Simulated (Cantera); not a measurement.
Charge: 1 mol c-C4F8, 0.085 mol F2, at 2775 K and 21.0 Pa.

Cantera equilibrium calculation (NASA polynomials, part measured and part estimated; ideal gas, pure solids and liquids). Candidate condensed phases: C; 13 gas species. The feed counts by its element totals alone. The numbers say what is thermodynamically allowed, not how fast it happens.

Base state: F 0.802, C3 0.105, CF 0.0550, C 0.0234, C2 0.0104, CF2 0.00266, C5 0.000892, C4 0.000175 (mole fractions); condensed: gas only.

Problem. What changes in the equilibrium state with this change: temperature from 2775 K to 1673.15 K?

Solution. 
| species | before | after |
|---|---|---|
| CF4 | 1.28e-9 | 0.954 |
| CF2 | 0.00266 | 0.0291 |
| F | 0.802 | 0.0155 |
| C3 | 0.105 | <1e-9 |
| C | 0.0234 | <1e-9 |
| C2 | 0.0104 | <1e-9 |
| CF | 0.0550 | 1.02e-5 |
| C5 | 0.000892 | <1e-9 |
| C4 | 0.000175 | <1e-9 |
| CF3 | 2.19e-7 | 0.00165 |
| C(graphite), mol | 0 | 1.93 |
Gases not in the tables: C2F6 and larger saturated fluorocarbons.

Problem. What changes in the equilibrium state with this change: temperature from 2775 K to 1000 K?

Solution. 
```
species             before    after
----------------  --------  -------
CF4                1.28e-9     1.00
CF2                0.00266  3.73e-8
F                    0.802  3.53e-9
C3                   0.105    <1e-9
CF                  0.0550    <1e-9
C                   0.0234    <1e-9
C2                  0.0104    <1e-9
C5                0.000892    <1e-9
C4                0.000175    <1e-9
C(graphite), mol         0     1.96
```
Gases not in the tables: C2F6 and larger saturated fluorocarbons.

Problem. What changes in the equilibrium state with this change: temperature from 2775 K to 898 K?

Solution. 
| species | before | after |
|---|---|---|
| CF4 | 1.28e-9 | 1.00 |
| F | 0.802 | <1e-9 |
| C3 | 0.105 | <1e-9 |
| CF | 0.0550 | <1e-9 |
| C | 0.0234 | <1e-9 |
| C2 | 0.0104 | <1e-9 |
| CF2 | 0.00266 | <1e-9 |
| C5 | 0.000892 | <1e-9 |
| C4 | 0.000175 | <1e-9 |
| C(graphite), mol | 0 | 1.96 |
Condensed phases not in the tables: fluorocarbon polymer. Gases not in the tables: C2F6 and larger saturated fluorocarbons.
